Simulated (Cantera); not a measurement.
Input: 1 mol MgO, 1.4 mol C, 0.6 mol CO, equilibrated at 800 °C and 2.85 Torr.

Equilibrium computed with Cantera from the NASA thermochemical tables; the gas is ideal and each condensed phase is pure. Candidate condensed phases: C, Mg, MgCO3, MgO; 15 gas species. Kinetics and transport are ignored.

### Question
What is the equilibrium state?

### Answer
```json
{
  "x(CO)": "0.999",
  "x(CO2)": "0.000535",
  "n(C(graphite))": "1.40 mol",
  "n(MgO(s))": "1.00 mol",
  "gas_amount": "0.5997 mol",
  "log10 activity of Mg(l) (absent)": "-11.11"
}
```
